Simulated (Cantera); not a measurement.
A Cantera script and what it prints.

```python
import numpy as np
import cantera as ct

gas_names = """
    C CH CH2 CH3 CH4 C2 C2H C2H2,acetylene C2H2,vinylidene C2H3,vinyl C2H4 C2H5 C2H6 C3 C3H3,propargyl
    C3H4,allene C3H4,propyne C3H4,cyclo- C3H5,allyl C3H6,propylene C3H6,cyclo- C3H7,n-propyl
    C3H7,i-propyl C3H8 C4 C4H2 C4H4,1,3-cyclo- C4H6,butadiene C4H6,2-butyne C4H6,cyclo- C4H8,1-butene
    C4H8,cis2-buten C4H8,tr2-butene C4H8,isobutene C4H8,cyclo- C4H9,n-butyl C4H9,i-butyl C4H9,s-butyl
    C4H9,t-butyl C4H10,isobutane C4H10,n-butane C5 C5H6,1,3cyclo- C5H8,cyclo- C5H10,1-pentene
    C5H10,cyclo- C5H11,pentyl C5H11,t-pentyl C5H12,n-pentane C5H12,i-pentane CH3C(CH3)2CH3 C6H2
    C6H5,phenyl C6H6 C6H10,cyclo- C6H12,1-hexene C6H12,cyclo- C6H13,n-hexyl C7H7,benzyl C7H8
    C7H14,1-heptene C7H15,n-heptyl C7H16,n-heptane C8H8,styrene C8H10,ethylbenz C8H16,1-octene
    C8H17,n-octyl C8H18,isooctane C8H18,n-octane C9H19,n-nonyl C10H8,naphthale C10H21,n-decyl
    C12H9,o-bipheny C12H10,bipheny H H2 Si SiC SiC2 SiC4H12 SiH SiH2 SiH3 SiH4 Si2 Si2C Si3
""".split()
cond_names = """
    C(gr) C6H6(L) C7H8(L) C8H18(L),n-octa Si(cr) Si(L) SiC(b)
""".split()


def load(file, names, dense=False):
    # The tables refer to 1 bar. Condensed volumes are neglected.
    table = {s.name: s for s in ct.Species.list_from_file(file)}
    out = []
    for n in names:
        d = dict(table[n].input_data)
        d["thermo"] = dict(d["thermo"], **{"reference-pressure": 1e5})
        if dense:
            d["equation-of-state"] = {"model": "constant-volume", "density": "1e6 g/cm^3"}
        out.append(ct.Species.from_dict(d))
    return out


gas = ct.Solution(thermo="ideal-gas", species=load("nasa_gas.yaml", gas_names))
cond = {s.name: ct.Solution(thermo="fixed-stoichiometry", species=[s], name=s.name)
        for s in load("nasa_condensed.yaml", cond_names, dense=True)}
atoms = {
    'CH3SiH3': {'C': 1, 'H': 6, 'Si': 1},
    'C2H2': {'C': 2, 'H': 2},
    'H2': {'H': 2},
}
top_T = {'C(gr)': 4500, 'SiC(b)': 3050}  # K; cautious upper limits of use, not melting points


def equilibrate(T, P, feed):
    n = {}
    for name, mol in feed.items():
        for a, k in atoms[name].items():
            n[a] = n.get(a, 0.0) + k * mol
    gas.TPX = T, P, n
    mass = sum(n.values()) * gas.mean_molecular_weight
    gas.equilibrate("TP")
    valid = [c for c in cond.values() if c.min_temp <= T <= top_T.get(c.name, c.max_temp)]
    mix = ct.Mixture([(gas, mass / gas.mean_molecular_weight)] + [(c, 0.0) for c in valid])
    mix.T, mix.P = T, P
    mix.equilibrate("TP", solver="vcs", rtol=1e-11, max_steps=5000)
    return mix


results = []
feed = {'CH3SiH3': 1, 'C2H2': 0.65, 'H2': 1700}  # mol
P = 10000  # Pa
for T in [1800, 1875, 1950, 2025, 2100, 2175, 2250]:
    mix = equilibrate(T, P, feed)
    results.append((T, P, feed, dict(zip(mix.species_names, mix.species_moles))))

top = {s: max(r[3][s] / sum(r[3][g] for g in gas_names) for r in results) for s in gas_names}
cols = sorted((s for s in top if top[s] > 0.001), key=lambda s: -top[s])[:7]
seen = [c for c in cond_names if any(r[3].get(c, 0) > 1e-12 for r in results)]
print("log10 of partial pressures in bar; condensed amounts in mol")
print(f"{'T/K':>10s}" + "".join(f"{s[:9]:>10s}" for s in cols + seen))
for T, P, feed, n in results:
    ng = sum(n[g] for g in gas_names)
    print(f"{T:10.4g}" + "".join(f"{np.log10(max(n[s] / ng * P / 1e5, 1e-99)):10.3f}" for s in cols)
          + "".join(f"{n.get(c, 0):10.4g}" for c in seen))
```

Result:

```
log10 of partial pressures in bar; condensed amounts in mol
       T/K        H2         H     C(gr)    SiC(b)
      1800    -1.001    -3.946    0.5707    0.9969
      1875    -1.001    -3.684    0.1225    0.9902
      1950    -1.002    -3.442         0    0.9633
      2025    -1.003    -3.217         0    0.8665
      2100    -1.005    -3.009         0    0.5683
      2175    -1.007    -2.815         0         0
      2250    -1.011    -2.635         0         0
```

Equilibrium computed with Cantera from the NASA thermochemical tables; the gas is ideal and each condensed phase is pure. The feed counts by its element totals alone. Gases not in the tables: Si2H6 and higher silanes.
